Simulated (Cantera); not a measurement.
Feed: 1 mol SiO2, 3.1 mol NF3, 3.6 mol H2, held at 925 °C.

Method: chemical equilibrium by Gibbs-energy minimisation in Cantera with the NASA 1993 tables (ideal gas, pure condensed phases). Candidate condensed phases: H2O, Si, SiO2, Si2N2O, Si3N4; 58 gas species. The tables hold silica as quartz up to 1696 K and as liquid above; real silica turns to tridymite and cristobalite and melts near 1996 K. The numbers say what is thermodynamically allowed, not how fast it happens.

### Question
Which condensed phases are stable at each of these points (P (Pa)): 1, 6.80, 46, 320, 2200, 15000, 100000?

### Answer
| P (Pa) | condensed phases | Si condensed (%) |
|---|---|---|
| 1 | SiO2(β-quartz) | 45.0 |
| 6.80 | SiO2(β-quartz) | 41.4 |
| 46 | SiO2(β-quartz) | 33.8 |
| 320 | SiO2(β-quartz) | 19.8 |
| 2200 | gas only | 0.0 |
| 15000 | gas only | 0.0 |
| 100000 | gas only | 0.0 |

From 1.00 Pa to 3.20 mbar the condensed part is SiO2(β-quartz). From 22.0 mbar to 1.00 bar nothing is condensed.
